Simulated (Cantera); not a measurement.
What does this Cantera script print?

```python
import numpy as np
import cantera as ct

gas_names = """
    H HO2 H2 H2O H2O2 O OH O2 O3 V VO VO2
""".split()
cond_names = """
    H2O(s) H2O(L) V(cr) V(L) VO(s) VO(L) V2O3(s) V2O3(L) V2O4(I) V2O4(II) V2O4(L) V2O5(s) V2O5(L)
""".split()


# ... load() reads the species with a 1 bar reference pressure and builds the phases ...
atoms = {
    'V2O3': {'V': 2, 'O': 3},
    'H2': {'H': 2},
    'H2O': {'H': 2, 'O': 1},
}
top_T = {}  # K; cautious upper limits of use, not melting points


# ... equilibrate(T, P, feed) seeds the gas with the atoms and calls Mixture.equilibrate('TP', solver="vcs", rtol=1e-11, max_steps=5000) ...
results = []
feed = {'V2O3': 1, 'H2': 1.4, 'H2O': 0.22}  # mol
T = 1100  # K
P = 68  # Pa
mix = equilibrate(T, P, feed)
results.append((T, P, feed, dict(zip(mix.species_names, mix.species_moles))))
print(gas.report(threshold=0.0001))
for i in range(1, mix.n_phases):
    print(f"{mix.phase(i).name:16s} {mix.phase_moles(i):12.5e} mol")
```

It prints:

```
       temperature   1100 K
          pressure   68 Pa
           density   3.1143e-05 kg/m^3
  mean mol. weight   4.1887 kg/kmol
   phase of matter   gas

                          1 kg             1 kmol
                     ---------------   ---------------
          enthalpy       -1.9659e+06       -8.2344e+06  J
   internal energy       -4.1493e+06        -1.738e+07  J
           entropy             57836        2.4226e+05  J/K
    Gibbs function       -6.5585e+07       -2.7472e+08  J
 heat capacity c_p            7703.5             32268  J/K
 heat capacity c_v            5718.5             23953  J/K

                      mass frac. Y      mole frac. X     chem. pot. / RT
                     ---------------   ---------------   ---------------
                H2           0.41593            0.8642           -25.187
               H2O           0.58407            0.1358           -60.901
     [  +10 minor]        2.2449e-07        9.2235e-07

V(cr)             0.00000e+00 mol
VO(s)             0.00000e+00 mol
V2O3(s)           1.00000e+00 mol
V2O4(II)          0.00000e+00 mol
V2O5(L)           0.00000e+00 mol
```

Method: chemical equilibrium by Gibbs-energy minimisation in Cantera with the NASA 1993 tables (ideal gas, pure condensed phases). Condensed phases not in the tables: the oxides between V2O3 and V2O5 other than VO2.
